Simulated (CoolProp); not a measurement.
The numbers come from the reference Helmholtz-energy equation of state, Thol 2018 in CoolProp.

Problem. For hydrogen chloride, give the phase and the density (kg/m³), cv (kJ/(kg K)), isothermal compressibility (1/MPa), fugacity coefficient at 320.7 K and 12800 kPa; 407.2 K and 12800 kPa.

Solution. 
- 320.7 K and 12800 kPa: liquid; density 764, cv 0.882, isothermal compressibility 0.0172, fugacity coefficient 0.433
- 407.2 K and 12800 kPa: supercritical; density 191, cv 0.714, isothermal compressibility 0.106, fugacity coefficient 0.752
